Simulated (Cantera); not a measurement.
A closed system holds: 1 mol CS2, 0.084 mol SO2, at 2073 K and 1.60 mbar.

These are equilibrium values from Cantera (NASA tables, ideal gas, pure condensed phases), not measurements of a reactor. Candidate condensed phases: C, S; 22 gas species. Rates play no part.

Base state: CS 0.357, S2 0.282, CS2 0.185, CO 0.109, S 0.0669, COS 4.16e-5 (mole fractions); condensed: gas only.

What changes in the equilibrium state with this change: CS2 replaced by NF3?


```tsv
species	before	after
F	0	0.834
N2	0	0.139
SO2	<1e-9	0.0193
CS	0.357	0
S2	0.282	2.28e-6
CS2	0.185	0
CO	0.109	0
S	0.0669	0.000190
O2	<1e-9	0.00160
O	<1e-9	0.00115
NO	0	0.000341
SF	0	0.000218
```
The tables' values for SOF2 are old estimates; treat these amounts as uncertain.
